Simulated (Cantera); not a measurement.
Input (Python, Cantera) and output of one run.

```python
import numpy as np
import cantera as ct

gas_names = """
    Fe FeO N NO NO2 NO3 N2 N2O O O2 O3 S SN SO SO2 SO3 S2 S2O S8
""".split()
cond_names = """
    Fe(a) Fe(c) Fe(d) Fe(L) FeO(s) FeO(L) FeS(a) FeS(b) FeS(c) FeS(L) FeSO4(s) FeS2(s) Fe2O3(s)
    Fe2S3O12(s) Fe3O4(s) S(cr1) S(cr2) S(L)
""".split()


def load(file, names, dense=False):
    # The tables refer to 1 bar. Condensed volumes are neglected.
    table = {s.name: s for s in ct.Species.list_from_file(file)}
    out = []
    for n in names:
        d = dict(table[n].input_data)
        d["thermo"] = dict(d["thermo"], **{"reference-pressure": 1e5})
        if dense:
            d["equation-of-state"] = {"model": "constant-volume", "density": "1e6 g/cm^3"}
        out.append(ct.Species.from_dict(d))
    return out


gas = ct.Solution(thermo="ideal-gas", species=load("nasa_gas.yaml", gas_names))
cond = {s.name: ct.Solution(thermo="fixed-stoichiometry", species=[s], name=s.name)
        for s in load("nasa_condensed.yaml", cond_names, dense=True)}
atoms = {
    'FeS2': {'Fe': 1, 'S': 2},
    'SO3': {'S': 1, 'O': 3},
    'N2': {'N': 2},
}
top_T = {'FeSO4(s)': 950, 'FeS2(s)': 1010, 'Fe2O3(s)': 1830, 'Fe2S3O12(s)': 1100, 'Fe3O4(s)': 1870}  # K; cautious upper limits of use, not melting points


def equilibrate(T, P, feed):
    n = {}
    for name, mol in feed.items():
        for a, k in atoms[name].items():
            n[a] = n.get(a, 0.0) + k * mol
    gas.TPX = T, P, n
    mass = sum(n.values()) * gas.mean_molecular_weight
    gas.equilibrate("TP")
    valid = [c for c in cond.values() if c.min_temp <= T <= top_T.get(c.name, c.max_temp)]
    mix = ct.Mixture([(gas, mass / gas.mean_molecular_weight)] + [(c, 0.0) for c in valid])
    mix.T, mix.P = T, P
    mix.equilibrate("TP", solver="vcs", rtol=1e-11, max_steps=5000)
    return mix


results = []
feed = {'FeS2': 1, 'SO3': 4.3, 'N2': 13}  # mol
P = 160000  # Pa
for T in [625, 725, 825, 925, 1025, 1125, 1225, 1325, 1425, 1525]:
    mix = equilibrate(T, P, feed)
    results.append((T, P, feed, dict(zip(mix.species_names, mix.species_moles))))
    x = sorted(zip(gas.X, gas.species_names), reverse=True)
    print(f"T = {T:g} K  P = {P:g} Pa  gas = {mix.phase_moles(0):.4g} mol")
    print("   x: " + "  ".join(f"{s} {v:.3e}" for v, s in x if v > 1e-06))
    print("   condensed (mol): " + ("  ".join(f"{mix.phase(i).name} {mix.phase_moles(i):.4g}"
          for i in range(1, mix.n_phases) if mix.phase_moles(i) > 1e-12) or "none"))
```

It prints:

```
T = 625 K  P = 160000 Pa  gas = 18.02 mol
   x: N2 7.216e-01  SO2 2.784e-01  S2 6.462e-06  S2O 5.923e-06
   condensed (mol): FeSO4(s) 0.7168  FeS2(s) 0.2832
T = 725 K  P = 160000 Pa  gas = 18.91 mol
   x: N2 6.873e-01  SO2 3.125e-01  S2 8.943e-05  S2O 4.037e-05
   condensed (mol): FeS2(s) 0.1921  Fe3O4(s) 0.2693
T = 825 K  P = 160000 Pa  gas = 18.92 mol
   x: N2 6.869e-01  SO2 3.116e-01  S2 1.199e-03  S2O 2.605e-04
   condensed (mol): FeS2(s) 0.174  Fe3O4(s) 0.2753
T = 925 K  P = 160000 Pa  gas = 19.01 mol
   x: N2 6.838e-01  SO2 3.094e-01  S2 5.950e-03  S2O 8.110e-04  SO 2.766e-06
   condensed (mol): FeS(c) 0.1604  Fe3O4(s) 0.2799
T = 1025 K  P = 160000 Pa  gas = 19.02 mol
   x: N2 6.833e-01  SO2 3.058e-01  S2 9.714e-03  S2O 1.109e-03  SO 1.454e-05
   condensed (mol): FeS(c) 0.06916  Fe3O4(s) 0.3103
T = 1125 K  P = 160000 Pa  gas = 19.04 mol
   x: N2 6.829e-01  SO2 3.031e-01  S2 1.259e-02  S2O 1.288e-03  SO 5.490e-05
   condensed (mol): Fe3O4(s) 0.3333
T = 1225 K  P = 160000 Pa  gas = 19.04 mol
   x: N2 6.829e-01  SO2 3.031e-01  S2 1.260e-02  S2O 1.247e-03  SO 1.585e-04
   condensed (mol): Fe3O4(s) 0.3333
T = 1325 K  P = 160000 Pa  gas = 19.04 mol
   x: N2 6.829e-01  SO2 3.030e-01  S2 1.257e-02  S2O 1.209e-03  SO 3.896e-04
   condensed (mol): Fe3O4(s) 0.3333
T = 1425 K  P = 160000 Pa  gas = 19.04 mol
   x: N2 6.828e-01  SO2 3.027e-01  S2 1.248e-02  S2O 1.173e-03  SO 8.422e-04  S 1.438e-06
   condensed (mol): Fe3O4(s) 0.3333
T = 1525 K  P = 160000 Pa  gas = 19.13 mol
   x: N2 6.796e-01  SO2 3.099e-01  S2 8.140e-03  SO 1.499e-03  S2O 8.434e-04  S 3.861e-06  SO3 1.103e-06
   condensed (mol): FeO(s) 1
```

Cantera equilibrium calculation (NASA polynomials, part measured and part estimated; ideal gas, pure solids and liquids). Mutual solubility and eutectic melting of coexisting phases are not modelled. The tables' stoichiometric FeO is somewhat more stable than real wüstite, so its field is too wide. FeO, FeS: taken at fixed stoichiometry. Gases not in the tables: S3 to S7.
